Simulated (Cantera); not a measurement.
Cantera run, input and output.

```python
import numpy as np
import cantera as ct

surf = ct.Interface("ptcombust.yaml", "Pt_surf")
gas = surf.adjacent["gas"]
gas.TPX = 300, 37000, {'H2': 0.022, 'O2': 0.083, 'N2': 0.79}
jet = ct.ImpingingJet(gas=gas, width=0.089, surface=surf)
jet.inlet.mdot, jet.inlet.T, jet.inlet.X = 0.11, 300, {'H2': 0.022, 'O2': 0.083, 'N2': 0.79}
jet.set_refine_criteria(ratio=10, slope=0.2, curve=0.3)
show, cover = ['H2', 'O2', 'H2O', 'OH'], ["PT(S)", "H(S)", "O(S)", "OH(S)", "CO(S)", "C(S)"]

rows = []
print(f"{'Ts/K':>7s}" + "".join(f"{s:>11s}" for s in show + cover) + "   (gas at the wall, coverages)")
for i, Ts in enumerate([500, 550, 600, 650, 700, 750, 800, 850]):
    jet.surface.T = Ts
    if i == 0:
        surf.TP = Ts, 37000
        surf.coverages = "PT(S):0.5, O(S):0.5"
        surf.advance_coverages(1.0)
        jet.set_initial_guess(products="inlet")
    jet.solve(loglevel=0, auto=(i == 0))
    rows.append([*(jet.X[gas.species_index(s), -1] for s in show), *surf[cover].coverages])
    print(f"{Ts:7g}" + "".join(f"{x:11.3e}" for x in rows[-1]))
```

It prints:

```
   Ts/K         H2         O2        H2O         OH      PT(S)       H(S)       O(S)      OH(S)      CO(S)       C(S)   (gas at the wall, coverages)
    500  1.193e-03  6.726e-02  4.655e-02  1.075e-15  2.600e-02  1.034e-09  9.475e-01  2.646e-02 -1.022e-22 -1.556e-30
    550  1.188e-03  6.735e-02  4.616e-02  4.123e-14  2.745e-02  1.018e-09  9.574e-01  1.515e-02 -1.608e-16 -3.211e-26
    600  1.183e-03  6.742e-02  4.584e-02  8.532e-13  2.885e-02  1.268e-09  9.617e-01  9.447e-03  4.106e-17  1.278e-24
    650  1.170e-03  6.747e-02  4.557e-02  1.096e-11  3.046e-02  1.883e-09  9.632e-01  6.319e-03  6.734e-21  1.170e-24
    700  1.095e-03  6.745e-02  4.546e-02  9.506e-11  3.394e-02  3.235e-09  9.614e-01  4.602e-03  1.853e-18  3.133e-27
    750  8.713e-04  6.726e-02  4.566e-02  5.673e-10  4.480e-02  7.237e-09  9.514e-01  3.818e-03  1.471e-17  3.329e-25
    800  5.925e-04  6.701e-02  4.597e-02  2.459e-09  6.936e-02  2.057e-08  9.271e-01  3.542e-03  2.123e-20  5.257e-25
    850  3.957e-04  6.685e-02  4.615e-02  8.639e-09  1.079e-01  5.795e-08  8.888e-01  3.366e-03  1.240e-16  1.302e-25
```

Cantera simulation using Deutschmann's 1995 Pt surface mechanism with GRI-Mech 3.0 gas chemistry; the numbers are that mechanism's predictions, not measurements. Catalytic surfaces can have several steady states; this one follows from the mechanism file's or the stated starting coverage.
